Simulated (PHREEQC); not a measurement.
Model water analysis in mmol/kgw, 25 °C, pH 7.43, pe 10.5:

| constituent | mmol/kgw |
|---|---|
| Na | 4.09 |
| K | 0.865 |
| Ca | 1.76 |
| Mg | 1.97 |
| Cl | 3.66 |
| S(6) | 0.444 |
| Alkalinity (meq/kgw) | 7.76 |
| Cu(2) | 0.0984 |
| Sr | 0.271 |
| N(5) | 0.00297 |
| Li | 0.0403 |
| Cd | 0.0988 |

Valence states are taken as typed.

Equilibrium calculation in PHREEQC: ion-association model, wateq4f.dat.

No solid was allowed to form.

Problem. Order these S species by the share of S that they hold, largest first: SO4-2, SrSO4, MgSO4, NaSO4-, CaSO4.

Solution. SO4-2 (76 %), MgSO4 (12 %), CaSO4 (9.1 %), SrSO4 (1.4 %), NaSO4- (0.94 %)

Problem. Order these Cd species by the share of Cd that they hold, largest first: CdSO4, CdHCO3+, CdCO3, Cd+2, CdCl+.

Solution. Cd+2 (72 %), CdCl+ (15 %), CdHCO3+ (10.0 %), CdSO4 (2.5 %), CdCO3 (0.28 %)

The pH is 7.43 and the ionic strength 0.0163 mol/kgw. Saturation is exceeded, for instance for Otavite, Malachite; the values hold only as long as no solid forms. The database's constant for dissolved Cu(OH)2 is higher than later reviews accept.
